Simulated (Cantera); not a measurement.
An isothermal plug-flow reactor at 800 K and 750 Torr (inlet), inlet velocity 2.1 m/s, active area per volume 2800 1/m; feed CH₄ : O₂ : N₂ : H₂O = 0.0023 : 0.1 : 0.79 : 0.058 (molar parts), equivalence ratio 0.046.

Model: Deutschmann's 1995 Pt surface mechanism with GRI-Mech 3.0 gas chemistry, integrated in Cantera. Catalytic surfaces can have several steady states; this one follows from the mechanism file's or the stated starting coverage. Mass transfer to the wall is taken as infinitely fast.

What does this change do: pressure from 750 Torr to 368 Torr?


| quantity | before | after |
|---|---|---|
| x(CH₄) at z = 0.027 m | 0.00232 | 0.00223 |
| x(O₂) at z = 0.027 m | 0.105 | 0.105 |
| x(H₂O) at z = 0.027 m | 0.0612 | 0.0614 |
| x(CO₂) at z = 0.027 m | 1.00e-4 | 0.000193 |
| x(CO) at z = 0.027 m | 3.14e-7 | 3.33e-7 |
| θ(free Pt) at the exit | 0.0353 | 0.0474 |
| θ(O*) at the exit | 0.960 | 0.949 |
| θ(OH*) at the exit | 0.00486 | 0.00393 |
